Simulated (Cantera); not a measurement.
An isothermal, constant-pressure homogeneous reactor starts with C2H6 : N2 = 1 : 7.9 (molar parts), at 1525 K and 1.20 bar.

Detailed kinetics in Cantera: GRI-Mech 3.0 (53 species, 325 reactions). GRI-Mech 3.0 stops at C3 and has no aromatics, soot or wall deposition, so with more carbon than oxygen in the feed, carbon stays in small species such as C2H2 where larger ones or solid carbon would form.

Question: Predict: x(C2H6) at 10.0 s; x(C2H2) at 10.0 s; x(H2) at 10.0 s; x(H) at 10.0 s; x(CH3) at 10.0 s.

Answer: 
```json
{
 "x(C2H6) at 10.0 s": "4.89e-6 (gas-phase equilibrium 2.70e-6)",
 "x(C2H2) at 10.0 s": "0.0826 (gas-phase equilibrium 0.0423)",
 "x(H2) at 10.0 s": "0.161 (gas-phase equilibrium 0.167)",
 "x(H) at 10.0 s": "8.74e-6 (gas-phase equilibrium 8.90e-6)",
 "x(CH3) at 10.0 s": "1.59e-5 (gas-phase equilibrium 1.18e-5)"
}
```
